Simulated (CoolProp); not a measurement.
Vapour-liquid equilibrium of R21 (1) + methanol (2) at 130.85 °C; x and y are mole fractions of (1).

Computed with CoolProp (multi-fluid Helmholtz-energy mixture model, Platzer 1990 and de Reuck 1993; pair parameters Bell 2016). This equation is an older, rougher fit; its heat capacities, sound speeds and derivatives of the liquid may be far off and weren't checked against measurements.

| x | bubble pressure (bar) | y at the bubble point | dew pressure at overall composition x (bar) | liquid density (mol/L) |
|---|---|---|---|---|
| 0.05 | 15.30 | 0.417 | ? | 20.05 |
| 0.125 | 19.85 | 0.541 | ? | 18.69 |
| 0.2 | 21.20 | 0.569 | 10.92 | 17.44 |
| 0.275 | 21.60 | 0.579 | 12.12 | 16.31 |
| 0.35 | 21.87 | 0.586 | 13.60 | ? |
| 0.425 | 22.22 | 0.599 | 15.52 | 14.39 |
| 0.5 | 22.65 | 0.621 | 18.09 | 13.60 |
| 0.575 | 23.09 | 0.652 | 21.45 | ? |
| 0.65 | 23.49 | 0.694 | 23.06 | ? |
| 0.725 | 23.78 | ? | 23.68 | 11.72 |
| 0.8 | 23.95 | 0.807 | 23.94 | 11.23 |
| 0.875 | 24.02 | 0.876 | 24.02 | 10.79 |
| 0.95 | 24.00 | 0.949 | 24.00 | 10.38 |

### Question
Fill in the missing entries.

### Answer

- 0.05, dew pressure at overall composition x (bar): 9.110
- 0.125, dew pressure at overall composition x (bar): 9.942
- 0.35, liquid density (mol/L): 15.29
- 0.575, liquid density (mol/L): 12.89
- 0.65, liquid density (mol/L): 12.27
- 0.725, y at the bubble point: 0.746

y crosses x between x = 0.875 and 0.95: the model has an azeotrope there.

Pair parameters are fitted to limited data, so mixtures are less certain than the pure fluids. With so large a gap from Raoult's law the liquid may split in two, which this calculation doesn't test in full.
